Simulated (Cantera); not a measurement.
Feed: 1 mol Ti, 89 mol H₂, equilibrated at 0.375 Torr.

Equilibrium computed with Cantera from the NASA thermochemical tables; the gas is ideal and each condensed phase is pure. Candidate condensed phases: Ti; 3 gas species. Equilibrium is a limit: real reactors are often held back by kinetics, nucleation or transport.

log p: log10 of the partial pressure in bar; n: condensed amount in mol.

| T (°C) | log p H₂ | log p H | log p Ti | n Ti(β) |
|---|---|---|---|---|
| 1025 | -3.30 | -7.62 | -11.46 | 1.000 |
| 1100 | -3.30 | ? | ? | 1.000 |
| 1175 | -3.30 | -6.69 | -9.54 | 1.000 |
| 1250 | -3.30 | -6.29 | -8.73 | 1.000 |
| 1325 | -3.30 | -5.92 | -7.99 | 0.998 |
| 1400 | -3.30 | -5.60 | -7.32 | 0.991 |
| 1475 | -3.31 | -5.29 | -6.70 | 0.965 |
| 1550 | -3.31 | -5.02 | -6.14 | 0.871 |
| 1625 | -3.32 | ? | ? | ? |
| 1700 | -3.33 | -4.54 | -5.27 | 0 |
| 1775 | -3.35 | -4.32 | -5.28 | 0 |

Task: Fill in the missing entries.

Result: 
- 1100, log p H: -7.13
- 1100, log p Ti: -10.45
- 1625, log p H: -4.77
- 1625, log p Ti: -5.63
- 1625, n Ti(β): 0.572
